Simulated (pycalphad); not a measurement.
Source of the numbers: pycalphad with the COST 507 light-alloy database (1999); pressure 1 atm. The database dates from 1999; later assessments differ in places, in temperatures and in the compounds included.

Question: How does the equilibrium phase assembly of Al-2.96Fe-9.23Si (at.%) change on cooling from 1577 °C to 227 °C?

Answer: 
| T (°C) | phases above | phases below |
|---|---|---|
| 728.6 | LIQUID | AL13FE4 + LIQUID |
| 724.1 | AL13FE4 + LIQUID | AL13FE4 + ALFESI_ALPHA + LIQUID |
| 723.8 | AL13FE4 + ALFESI_ALPHA + LIQUID | ALFESI_ALPHA + LIQUID |
| 678.5 | ALFESI_ALPHA + LIQUID | ALFESI_ALPHA + ALFESI_BETA + LIQUID |
| 669.1 | ALFESI_ALPHA + ALFESI_BETA + LIQUID | ALFESI_BETA + LIQUID |
| 604.8 | ALFESI_BETA + LIQUID | ALFESI_BETA + FCC_A1 + LIQUID |
| 575.7 | ALFESI_BETA + FCC_A1 + LIQUID | ALFESI_BETA + DIAMOND_A4 + FCC_A1 |
Changes were sought between steps of 75 K, so a narrower field can be missed.

Database names, with the compositions (at.%) that they take in these runs: ALFESI_ALPHA: Al 72 Fe 19 Si 9; ALFESI_BETA: Al 70 Fe 15 Si 15. FCC_A1 is fcc; DIAMOND_A4 is diamond (Si).
